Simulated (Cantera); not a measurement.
An isothermal, constant-pressure homogeneous reactor starts with 59.5 % NO, 40.5 % N2, at 2175 K and 1200 Torr.

Model: GRI-Mech 3.0 (53 species, 325 reactions), integrated in Cantera.

x: mole fraction; the columns are a selection and need not sum to one.

| t (s) | x NO | x O | x O2 | x N2 | x NO2 |
|---|---|---|---|---|---|
| 0.000100 | 0.595 | … | 4.06e-5 | 0.405 | 0.000127 |
| 0.000313 | 0.593 | 0.000223 | 0.000479 | 0.405 | 0.000239 |
| 0.000979 | 0.590 | … | 0.00231 | 0.407 | 0.000259 |
| 0.00306 | 0.578 | … | 0.00807 | 0.413 | 0.000296 |
| 0.00959 | 0.542 | … | 0.0260 | 0.431 | 0.000376 |
| 0.0300 | 0.438 | … | 0.0777 | 0.483 | 0.000464 |
| 0.0939 | 0.227 | … | 0.183 | 0.589 | 0.000356 |
| 0.294 | 0.0500 | 0.000957 | 0.272 | 0.677 | 9.49e-5 |
| 0.919 | 0.0144 | 0.000986 | 0.290 | 0.695 | 2.82e-5 |
| 2.88 | 0.0132 | 0.000987 | 0.290 | 0.695 | 2.59e-5 |
| 9.00 | 0.0132 | 0.000987 | 0.290 | 0.695 | 2.59e-5 |

Problem. Fill in the missing entries.

Solution. 
- 0.000100, x O: 0.000126
- 0.000979, x O: 0.000242
- 0.00306, x O: 0.000278
- 0.00959, x O: 0.000368
- 0.0300, x O: 0.000548
- 0.0939, x O: 0.000798
